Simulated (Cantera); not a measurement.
A closed system holds: 1 mol SiCl4, 0.6 mol C3H8, a varied amount of H2, held at 2300 °C and 1.40 mbar.

Method: chemical equilibrium by Gibbs-energy minimisation in Cantera with the NASA 1993 tables (ideal gas, pure condensed phases). Candidate condensed phases: C, C6H6, C7H8, C8H18, Si, SiC; 109 gas species. The tables' values for SiCl are old estimates; treat these amounts as uncertain. Rates play no part.

### Question
At 23 mol H2, list the 5 most abundant gas species with their mole fractions, and the condensed phases.

### Answer
H 0.532, H2 0.336, Cl 0.0522, HCl 0.0470, Si 0.0186. Condensed: C(graphite).
